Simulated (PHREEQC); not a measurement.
Solution A (0.0026 mol HNO3 and 4e-05 mol H4SiO4 per kg of water) is mixed with solution B (0.023 mol/kgw NaHSO4 and 0.0034 mol/kgw K2HPO4) at 20 °C; shares are by mass of water, 1 kg in all. O2 is buffered at 0.21 atm. CO2 from the air is kept out. Only these solids could form: Quartz, Mirabilite.

Computed with PHREEQC (ion-association model, wateq4f.dat).

```
share of solution B    pH  SO4-2 (mol/kgw)  H3PO4 (mol/kgw)  H2PO4- (mol/kgw)
-------------------  ----  ---------------  ---------------  ----------------
0                    2.61                0                0                 0
0.1                  2.46          0.00186         0.000103          0.000237
0.2                  2.36          0.00358         0.000237          0.000443
0.3                  2.29          0.00520         0.000390          0.000630
0.4                  2.23          0.00675         0.000558               ___
0.5                  2.19          0.00825         0.000738          0.000962
0.6                  2.15          0.00969         0.000926           0.00111
0.7                  2.11           0.0111          0.00112           0.00126
0.8                   ___              ___              ___           0.00139
0.9                  2.05           0.0138          0.00153           0.00153
1                    2.03           0.0151          0.00175           0.00165
```

### Question
Some entries are withheld; supply them.

### Answer

- 0.4, H2PO4- (mol/kgw): 0.000802
- 0.8, pH: 2.08
- 0.8, SO4-2 (mol/kgw): 0.0125
- 0.8, H3PO4 (mol/kgw): 0.00133

Complexes and solids missing from the database can't appear. H3PO4, which wateq4f.dat lacks, is added to it with the constant of phreeqc.dat.
